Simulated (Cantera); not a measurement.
Charge: 1 mol SiCl4, 4.8 mol HCl, a varied amount of H2, 2.4 mol Cl2, at 973 K and 6.70 bar.

Equilibrium computed with Cantera from the NASA thermochemical tables; the gas is ideal and each condensed phase is pure. Candidate condensed phases: Si; 19 gas species. Kinetics and transport are ignored.

### Question
At 4.4 mol H2, list the 4 most abundant gas species with their mole fractions, and the condensed phases.

### Answer
HCl 0.762, H2 0.159, SiCl4 0.0793, SiHCl3 9.27e-5. Condensed: gas only.
